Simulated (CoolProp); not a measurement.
Vapour-liquid equilibrium of benzene (1) + n-nonane (2) at 440.5 K; x and y are mole fractions of (1).

Model: multi-fluid Helmholtz-energy mixture model, Thol 2012 and Lemmon 2006; pair parameters Bell 2016, in CoolProp.

**Question.** Give the bubble pressure and the first vapour's composition at x = 0.05, 0.5, 0.8. Is there an azeotrope?

**Answer.** x = 0.05: 0.1982 MPa, y = 0.244; x = 0.5: 0.5112 MPa, y = 0.808; x = 0.8: 0.6898 MPa, y = 0.931. No azeotrope shows between x = 0.05 and 0.95.

Pair parameters are fitted to limited data, so mixtures are less certain than the pure fluids.
